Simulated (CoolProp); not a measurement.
Methane at 255.26 K and 2.83 MPa is throttled through a valve to 0.931 MPa with no heat exchange. Each further row changes one setting.

Values from CoolProp's reference Helmholtz-energy equation of state, Setzmann 1991.

```
case                       temperature change (K)  final density (kg/m³)
-------------------------  ----------------------  ---------------------
as stated                              (withheld)             (withheld)
outlet pressure 0.279 MPa              (withheld)             (withheld)
outlet pressure 1.21 MPa               (withheld)             (withheld)
```

Complete the blanks.


- as stated, temperature change (K): -11.7
- as stated, final density (kg/m³): 7.62
- outlet pressure 0.279 MPa, temperature change (K): -16.0
- outlet pressure 0.279 MPa, final density (kg/m³): 2.27
- outlet pressure 1.21 MPa, temperature change (K): -9.9
- outlet pressure 1.21 MPa, final density (kg/m³): 9.92
